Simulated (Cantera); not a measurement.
# Reactions in the system C-Na-O-S

Standard-state values (1 bar) from the NASA 1993 polynomials, evaluated with Cantera. Values are per mole of reaction as written; species without (g) are pure solids or liquids, kept so even where they would boil at 1 bar.

4 O(g) + Na₂S ⇌ Na₂SO₄

```json
[
 {"T (K)": "1598", "ΔH° (kJ)": "-2009.8", "ΔS° (J/K)": "-575.1", "ΔG° (kJ)": "-1090.7", "log10 K": "35.65"},
 {"T (K)": "1748", "ΔH° (kJ)": "-2006.5", "ΔS° (J/K)": "-573.2", "ΔG° (kJ)": "-1004.6", "log10 K": "30.02"},
 {"T (K)": "1898", "ΔH° (kJ)": "-2003.3", "ΔS° (J/K)": "-571.4", "ΔG° (kJ)": "-918.8", "log10 K": "25.28"},
 {"T (K)": "2048", "ΔH° (kJ)": "-2000.0", "ΔS° (J/K)": "-569.7", "ΔG° (kJ)": "-833.2", "log10 K": "21.25"},
 {"T (K)": "2198", "ΔH° (kJ)": "-1996.8", "ΔS° (J/K)": "-568.2", "ΔG° (kJ)": "-747.8", "log10 K": "17.77"},
 {"T (K)": "2348", "ΔH° (kJ)": "-1993.5", "ΔS° (J/K)": "-566.8", "ΔG° (kJ)": "-662.7", "log10 K": "14.74"},
 {"T (K)": "2498", "ΔH° (kJ)": "-1990.3", "ΔS° (J/K)": "-565.4", "ΔG° (kJ)": "-577.8", "log10 K": "12.08"}
]
```

Na₂CO₃ + 2 SO₂(g) ⇌ 6 O(g) + Na₂S + COS(g)

```
T (K)  ΔH° (kJ)  ΔS° (J/K)  ΔG° (kJ)  log10 K
-----  --------  ---------  --------  -------
1598     2721.3      677.9    1638.0   -53.54
1748     2717.3      675.5    1536.5   -45.91
1898     2713.2      673.2    1435.4   -39.50
2048     2709.1      671.2    1334.6   -34.04
2198     2705.0      669.2    1234.0   -29.33
2348     2700.9      667.4    1133.8   -25.22
2498     2696.7      665.7    1033.8   -21.62
```
